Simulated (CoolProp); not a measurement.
R365MFC at several states: density (kg/m³) from the reference equation and from simpler models built on Tc = 460.0 K, pc = 3.266 MPa, ω = 0.377; each cubic takes its own stable root.

Values from CoolProp's reference Helmholtz-energy equation of state, Lemmon 2016.

```
T (K)  p (MPa)   phase  reference
-----  -------  ------  ---------
267.3     9.94  liquid       1338
359.8   0.0309     gas      1.542
442.9    0.106     gas      4.320
323.7     6.46  liquid       1220
356.7     0.06     gas      3.044
```

Question: How far does each simpler model (van der Waals, Redlich-Kwong, Soave-Redlich-Kwong, Peng-Robinson) lie from the reference over these 5 states: mean and median of the absolute difference, and the worst?

Answer: 
- van der Waals: mean 15.3 %, median 0.6 %, worst -38.0 % at 267.3 K and 9.94 MPa
- Redlich-Kwong: mean 4.4 %, median 0.3 %, worst -11.1 % at 323.7 K and 6.46 MPa
- Soave-Redlich-Kwong: mean 2.9 %, median 0.1 %, worst -7.4 % at 267.3 K and 9.94 MPa
- Peng-Robinson: mean 1.8 %, median 0.1 %, worst +5.0 % at 323.7 K and 6.46 MPa
